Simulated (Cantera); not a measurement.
A freely propagating, adiabatic, planar premixed flame of CO : H₂ : O₂ : N₂ = 1 : 0.034 : 0.369 : 1.39 (molar parts), equivalence ratio 1.4, unburnt at 625 K and 4.93 atm; mixture-averaged transport, grid criteria slope 0.08 and curve 0.16, no radiation.

Model: GRI-Mech 3.0 (53 species, 325 reactions), integrated in Cantera. The hydrogen kinetics of GRI-Mech 3.0 are dated; newer H2 mechanisms differ, most at raised pressure. Burning velocities carry a grid error of a few per cent, more on coarse grids.

Question: What does this change do: inlet temperature 625 to 323 K?

Answer: 
```json
[
 {"quantity": "laminar burning velocity", "before": "119 cm/s", "after": "39.3 cm/s"},
 {"quantity": "thermal thickness", "before": "0.140 mm", "after": "0.129 mm"},
 {"quantity": "peak x(H)", "before": "0.00544", "after": "0.00423"},
 {"quantity": "peak x(H₂O₂)", "before": "7.44e-5", "after": "0.000126"}
]
```

Question: What does this change do: 0.018 parts H2O added?

Answer: 
```tsv
quantity	before	after
laminar burning velocity	119 cm/s	131 cm/s
thermal thickness	0.140 mm	0.129 mm
peak x(H)	0.00544	0.00668
peak x(H₂O₂)	7.44e-5	7.77e-5
```
